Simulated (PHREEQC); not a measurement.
## Metal-bearing waste water (model solution)

Solution (49 °C): 0.0027 mol NiSO4, 0.00019 mol CuCl2 and 0.00015 mol Na2SO4 per kg of water. Closed to the air; pH follows from the charge balance.

Model: ion-association model, wateq4f.dat, run in PHREEQC.

No solid was allowed to form.

Question: What pH, ionic strength does the model give?

Answer: pH 5.60; ionic strength 0.00962 mol/kgw.

Question: In which forms is S present?

Answer: SO4-2 81 %, NiSO4 18 %, CuSO4 1.3 % of the S.

The solution is supersaturated, for example in Tenorite (slow to form), so a real one may precipitate; this is no full list. Constants without temperature data keep their 25 °C values here.
